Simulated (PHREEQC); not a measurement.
Copper plating or etch bath: speciation

Consider water at 20 °C with 5.2 mmol/kgw CuCl2, 0.28 mmol/kgw HNO3 and 0.26 mmol/kgw FeCl3. Closed to the air; pH follows from the charge balance.

All values are PHREEQC results (ion-association model, wateq4f.dat), not measurements.

```yaml
pH: 3.29
ionic_strength: 0.0168 mol/kgw
total_alkalinity: -0.800 meq/kg
```

```csv
species,molality,activity,log γ
Cl-,0.0111,0.00974,-0.057
Cu+2,0.00513,0.00317,-0.209
H+,0.000568,0.000509,-0.047
NO3-,0.000280,0.000245,-0.058
FeOH+2,0.000162,9.86e-5,-0.216
CuCl+,7.37e-5,6.48e-5,-0.056
Fe(OH)2+,5.98e-5,5.29e-5,-0.053
Fe+3,2.80e-5,1.05e-5,-0.427
FeCl+2,4.32e-6,2.63e-6,-0.216
```

Precipitation was switched off in this run. Examples of supersaturated solids here: Hematite (slow to form), Goethite (slow to form). Others may be too.
